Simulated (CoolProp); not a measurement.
Saturation properties of isopentane (Tc = 460.3 K, pc = 33.78 bar, ω = 0.227).

Computed with CoolProp (reference Helmholtz-energy equation of state, Lemmon 2006). It is a short technical equation, of lower accuracy than the large ones.

```tsv
T (K)	p (bar)	vapour density (kg/m³)
367.8	6.424	18.03
375.3	?	?
382.8	?	25.05
390.2	10.26	?
397.7	11.85	34.36
405.2	?	40.21
412.7	?	47.09
420.1	?	55.15
427.6	?	65.03
```

Task: Complete the blanks.

Result: 
- 375.3, p (bar): 7.562
- 375.3, vapour density (kg/m³): 21.29
- 382.8, p (bar): 8.842
- 390.2, vapour density (kg/m³): 29.33
- 405.2, p (bar): 13.63
- 412.7, p (bar): 15.59
- 420.1, p (bar): 17.74
- 427.6, p (bar): 20.13

It boils at 301.0 K under 1 atm.
